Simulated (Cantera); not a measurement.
Ni + H2S + H2 (metals in furnace atmospheres)

Input: 1 mol Ni, 0.0042 mol H2S, 14 mol H2, at 1330 Pa.

These are equilibrium values from Cantera (NASA tables, ideal gas, pure condensed phases), not measurements of a reactor. Candidate condensed phases: Ni, NiS, NiS2, Ni3S2, Ni3S4, S; 9 gas species. The numbers say what is thermodynamically allowed, not how fast it happens.

| T (K) | x H2 | x H | x Ni | x H2S | n Ni(s) | n Ni3S2(s) | n Ni(l) |
|---|---|---|---|---|---|---|---|
| 650 | 1.000 | <1e-12 | <1e-12 | 3.55e-5 | 0.994 | 0.00185 | 0 |
| 750 | 1.000 | 2.74e-12 | <1e-12 | 0.000275 | 0.999 | 0.000175 | 0 |
| 850 | 1.000 | 1.77e-10 | <1e-12 | 0.000300 | 1.00 | 0 | 0 |
| 950 | 1.000 | 4.82e-9 | <1e-12 | 0.000300 | 1.00 | 0 | 0 |
| 1050 | 1.000 | 7.02e-8 | 1.86e-12 | 0.000300 | 1.00 | 0 | 0 |
| 1150 | 1.000 | 6.46e-7 | 1.28e-10 | 0.000300 | 1.00 | 0 | 0 |
| 1250 | 1.000 | 4.19e-6 | 4.43e-9 | 0.000299 | 1.00 | 0 | 0 |
| 1350 | 1.000 | 2.06e-5 | 9.02e-8 | 0.000297 | 1.000 | 0 | 0 |
| 1450 | 1.000 | 8.19e-5 | 1.20e-6 | 0.000292 | 1.000 | 0 | 0 |
| 1550 | 0.999 | 0.000273 | 1.14e-5 | 0.000281 | 1.000 | 0 | 0 |
| 1650 | 0.999 | 0.000786 | 8.23e-5 | 0.000260 | 0.999 | 0 | 0 |
| 1750 | 0.997 | 0.00201 | 0.000462 | 0.000227 | 0 | 0 | 0.993 |
| 1850 | 0.993 | 0.00465 | 0.00204 | 0.000181 | 0 | 0 | 0.971 |
| 1950 | 0.982 | 0.00984 | 0.00768 | 0.000129 | 0 | 0 | 0.891 |
x: gas mole fraction; n: condensed amount in mol.

From 650 K to 750 K the condensed part is Ni(s) + Ni3S2(s). From 850 K to 1650 K the condensed part is Ni(s). From 1750 K to 1950 K the condensed part is Ni(l).
